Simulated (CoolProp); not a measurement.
The numbers come from the reference Helmholtz-energy equation of state, Thol 2016 in CoolProp.

Task: For hexamethyldisiloxane (MM), give the phase and the density (kg/m³), cp (kJ/(kg K)), expansivity (1/kK), fugacity coefficient at 229.75 °C and 2.8 MPa; 281.55 °C and 2.8 MPa.

Result: 
- 229.75 °C and 2.8 MPa: liquid; density 488, cp 2.63, expansivity 4.99, fugacity coefficient 0.416
- 281.55 °C and 2.8 MPa: supercritical; density 216, cp 3.45, expansivity 20.8, fugacity coefficient 0.627
